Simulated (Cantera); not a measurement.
A perfectly stirred reactor is fed with CH₄ : O₂ : N₂ = 1 : 4.26 : 16 (molar parts), at 39000 Pa; it is adiabatic with a 600 K inlet, and is followed from long to short residence time, starting on the burning branch (τ in s: 0.36, 0.14, 0.053, 0.02, 0.0078, 0.003, 0.0012, 0.00044, 0.00017, 6.6e-05, 2.5e-05, 9.7e-06, 3.7e-06).

Model: GRI-Mech 3.0 (53 species, 325 reactions), integrated in Cantera.

Q: What does this change do: CH4 1 to 0.62 parts?

A: 
| quantity | before | after |
|---|---|---|
| blow-out, bracketed by the residence times tried | burning at 0.440 ms, out at 0.170 ms | burning at 7.80 ms, out at 3.00 ms |
| x(CH₄) at τ = 0.360 s | 7.89e-6 | 3.42e-5 |
| x(O₂) at τ = 0.360 s | 0.106 | 0.145 |
| x(NO₂) at τ = 0.360 s | 1.00e-8 | 3.83e-9 |
| x(CO₂) at τ = 0.360 s | 0.0468 | 0.0293 |
| x(NO) at τ = 0.360 s | 7.73e-6 | 3.30e-7 |
| x(CH₄) at τ = 1.20 ms | 0.000410 | 0.0297 |
| x(O₂) at τ = 1.20 ms | 0.110 | 0.204 |
| x(NO₂) at τ = 1.20 ms | 1.00e-9 | <1e-12 |
| x(CO₂) at τ = 1.20 ms | 0.0370 | <1e-12 |
| x(NO) at τ = 1.20 ms | 2.14e-6 | <1e-12 |
